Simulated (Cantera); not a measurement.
An isothermal, constant-pressure homogeneous reactor starts with C2H6 : N2 = 1 : 4.3 (molar parts), at 1273 K and 4.65 Torr.

Cantera simulation using GRI-Mech 3.0 (53 species, 325 reactions); the numbers are that mechanism's predictions, not measurements. GRI-Mech 3.0 stops at C3 and has no aromatics, soot or wall deposition, so with more carbon than oxygen in the feed, carbon stays in small species such as C2H2 where larger ones or solid carbon would form. Radical loss at walls, strong at low pressure, is not modelled.

One state of this run: x C2H6 = 0.00832; x C2H4 = 0.0977; x H2 = 0.123; x HCN = 5.00e-9; x C2H2 = 0.0263; x H = 3.59e-5; x CH2 = 5.09e-8. x: mole fraction; the columns are a selection and need not sum to one.

Q: Which value of t (s) does it belong to?
(A) 0.612
(B) 3.50
(C) 0.256
(D) 0.00327

A: C, 0.256
